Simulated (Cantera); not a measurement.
**Thermodynamics of aluminium nitride and oxide growth, feed Al + HCl + N2 + N2O**

A closed system holds: 1 mol Al, 4.8 mol HCl, 2.9 mol N2, 26 mol N2O, at 0.420 bar.

Method: chemical equilibrium by Gibbs-energy minimisation in Cantera with the NASA 1993 tables (ideal gas, pure condensed phases). Candidate condensed phases: Al, AlCl3, AlN, Al2O3, H2O, NH4Cl; 45 gas species. Kinetics and transport are ignored.

```
T (K)  log p N2  log p O2  log p HCl  log p Cl  log p H2O  log p Cl2  n Al2O3(s)
-----  --------  --------  ---------  --------  ---------  ---------  ----------
1275      -0.58     -0.96      -1.48     -3.16      -2.27      -2.30       0.500
1350      -0.58     -0.96      -1.46     -2.91      -2.31      -2.37       0.500
1425      -0.58     -0.96      -1.46     -2.69      -2.34      -2.45       0.500
1500      -0.58     -0.96      -1.46     -2.50      -2.35      -2.54       0.500
1575      -0.58     -0.96      -1.46     -2.35      -2.35      -2.65       0.500
1650      -0.58     -0.96      -1.46     -2.22      -2.33      -2.77       0.500
1725      -0.58     -0.97      -1.47     -2.12      -2.30      -2.91       0.500
1800      -0.58     -0.97      -1.49     -2.03      -2.26      -3.06       0.500
1875      -0.58     -0.97      -1.51     -1.96      -2.22      -3.21       0.500
1950      -0.58     -0.97      -1.53     -1.89      -2.17      -3.35       0.500
```
log p: log10 of the partial pressure in bar; n: condensed amount in mol.

From 1275 K to 1950 K the condensed part is Al2O3(s). The main Al-bearing gas is AlCl3 throughout.
